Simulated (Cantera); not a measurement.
Charge: 1 mol CH2F2, 0.88 mol F2, equilibrated at 2.03 Torr.

Cantera equilibrium calculation (NASA polynomials, part measured and part estimated; ideal gas, pure solids and liquids). Candidate condensed phases: C, C6H6, C7H8, C8H18; 95 gas species. Gases not in the tables: C2F6 and larger saturated fluorocarbons. Rates play no part.

Q: At 2075 K, list the 6 most abundant gas species with their mole fractions, and the condensed phases.

A: HF 0.713, CF2 0.107, F 0.0997, CF4 0.0759, CF3 0.00300, CF 0.000661. Condensed: C(graphite).
